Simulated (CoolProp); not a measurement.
Vapour-liquid equilibrium of carbon dioxide (1) + R125 (2) at 260.6 K; x and y are mole fractions of (1).

Values from CoolProp's multi-fluid Helmholtz-energy mixture model, Span 1996 and Lemmon 2005; pair parameters Bell 2016.

```json
[
 {"x": "0.05", "bubble pressure (MPa)": "0.5565", "y at the bubble point": "0.221", "dew pressure at overall composition x (MPa)": "0.4636", "liquid density (mol/L)": "11.76"},
 {"x": "0.2", "bubble pressure (MPa)": "0.8973", "y at the bubble point": "0.557", "dew pressure at overall composition x (MPa)": "0.5431", "liquid density (mol/L)": "12.72"},
 {"x": "0.35", "bubble pressure (MPa)": "1.216", "y at the bubble point": "0.709", "dew pressure at overall composition x (MPa)": "0.6530", "liquid density (mol/L)": "13.85"},
 {"x": "0.5", "bubble pressure (MPa)": "1.510", "y at the bubble point": "0.799", "dew pressure at overall composition x (MPa)": "0.8146", "liquid density (mol/L)": "15.17"},
 {"x": "0.65", "bubble pressure (MPa)": "1.789", "y at the bubble point": "0.866", "dew pressure at overall composition x (MPa)": "1.072", "liquid density (mol/L)": "16.80"},
 {"x": "0.8", "bubble pressure (MPa)": "2.067", "y at the bubble point": "0.923", "dew pressure at overall composition x (MPa)": "1.513", "liquid density (mol/L)": "18.84"},
 {"x": "0.95", "bubble pressure (MPa)": "2.359", "y at the bubble point": "0.980", "dew pressure at overall composition x (MPa)": "2.203", "liquid density (mol/L)": "21.53"}
]
```

No azeotrope shows between x = 0.05 and 0.95.

The pair parameters rest on a limited set of measurements; away from them the model extrapolates.
